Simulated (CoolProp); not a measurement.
R13 at 340.82 K and 0.92 MPa flows at 0.87 m/s in a round tube of 6 mm bore and 1.5 µm roughness, fully developed (64/Re and Nu = 3.66 if laminar; Colebrook and Gnielinski if turbulent). Each further row changes one setting.

Model: reference Helmholtz-energy equation of state, Platzer 1990, in CoolProp. This equation is an older, rougher fit.

```json
[
 {"case": "as stated", "Reynolds number": "11400", "Darcy friction factor": "0.0302", "pressure drop (Pa/m)": "68.4", "heat-transfer coefficient (W/(m² K))": "[?]", "mass flow (kg/h)": "[?]"},
 {"case": "velocity 1.74 m/s", "Reynolds number": "22800", "Darcy friction factor": "[?]", "pressure drop (Pa/m)": "232", "heat-transfer coefficient (W/(m² K))": "157", "mass flow (kg/h)": "6.35"},
 {"case": "diameter 12 mm", "Reynolds number": "22800", "Darcy friction factor": "0.0254", "pressure drop (Pa/m)": "28.7", "heat-transfer coefficient (W/(m² K))": "77.8", "mass flow (kg/h)": "12.7"}
]
```

Complete the blanks.


- as stated, heat-transfer coefficient (W/(m² K)): 89.6
- as stated, mass flow (kg/h): 3.18
- velocity 1.74 m/s, Darcy friction factor: 0.0256

Viscosity comes from a separate model (Huber 2003), an estimate that may be off by 10 % or more. Thermal conductivity comes from a separate model (Huber 2003), an estimate that may be off by 10 % or more.
